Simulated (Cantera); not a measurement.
# Reactions in the system F-Mg-O

Standard-state values (1 bar) from the NASA 1993 polynomials, evaluated with Cantera. Values are per mole of reaction as written; species without (g) are pure solids or liquids, kept so even where they would boil at 1 bar.

2 F(g) + MgO → MgF₂ + O(g)

```json
[
 {"T (K)": "1798", "ΔH° (kJ)": "-360.7", "ΔS° (J/K)": "-75.9", "ΔG° (kJ)": "-224.3", "log10 K": "6.52"},
 {"T (K)": "1873", "ΔH° (kJ)": "-359.3", "ΔS° (J/K)": "-75.1", "ΔG° (kJ)": "-218.6", "log10 K": "6.10"},
 {"T (K)": "1948", "ΔH° (kJ)": "-357.9", "ΔS° (J/K)": "-74.4", "ΔG° (kJ)": "-213.0", "log10 K": "5.71"},
 {"T (K)": "2023", "ΔH° (kJ)": "-356.6", "ΔS° (J/K)": "-73.7", "ΔG° (kJ)": "-207.5", "log10 K": "5.36"},
 {"T (K)": "2098", "ΔH° (kJ)": "-355.2", "ΔS° (J/K)": "-73.0", "ΔG° (kJ)": "-202.0", "log10 K": "5.03"},
 {"T (K)": "2173", "ΔH° (kJ)": "-353.9", "ΔS° (J/K)": "-72.4", "ΔG° (kJ)": "-196.5", "log10 K": "4.72"},
 {"T (K)": "2248", "ΔH° (kJ)": "-352.6", "ΔS° (J/K)": "-71.8", "ΔG° (kJ)": "-191.1", "log10 K": "4.44"},
 {"T (K)": "2323", "ΔH° (kJ)": "-351.3", "ΔS° (J/K)": "-71.2", "ΔG° (kJ)": "-185.8", "log10 K": "4.18"},
 {"T (K)": "2398", "ΔH° (kJ)": "-350.0", "ΔS° (J/K)": "-70.7", "ΔG° (kJ)": "-180.4", "log10 K": "3.93"},
 {"T (K)": "2473", "ΔH° (kJ)": "-348.7", "ΔS° (J/K)": "-70.2", "ΔG° (kJ)": "-175.1", "log10 K": "3.70"},
 {"T (K)": "2548", "ΔH° (kJ)": "-347.5", "ΔS° (J/K)": "-69.7", "ΔG° (kJ)": "-169.9", "log10 K": "3.48"}
]
```
